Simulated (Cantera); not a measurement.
Charge: 1 mol (CH3)2SiCl2, 9.9 mol H2, equilibrated at 0.880 bar.

Method: chemical equilibrium by Gibbs-energy minimisation in Cantera with the NASA 1993 tables (ideal gas, pure condensed phases). Candidate condensed phases: C, C6H6, C7H8, C8H18, Si, SiC; 109 gas species. The feed counts by its element totals alone. Gases not in the tables: Si2H6 and higher silanes. Rates play no part.

### Question
What share of the Si ends up in condensed phases as a function of T (K), at 1873, 1923, 1973, 2023, 2073, 2123, 2173, 2223, 2273?

### Answer
| T (K) | Si condensed (%) | as |
|---|---|---|
| 1873 | 96.9 | SiC(s) |
| 1923 | 96.5 | SiC(s) |
| 1973 | 96.0 | SiC(s) |
| 2023 | 95.6 | SiC(s) |
| 2073 | 95.1 | SiC(s) |
| 2123 | 94.5 | SiC(s) |
| 2173 | 93.9 | SiC(s) |
| 2223 | 93.3 | SiC(s) |
| 2273 | 92.5 | SiC(s) |
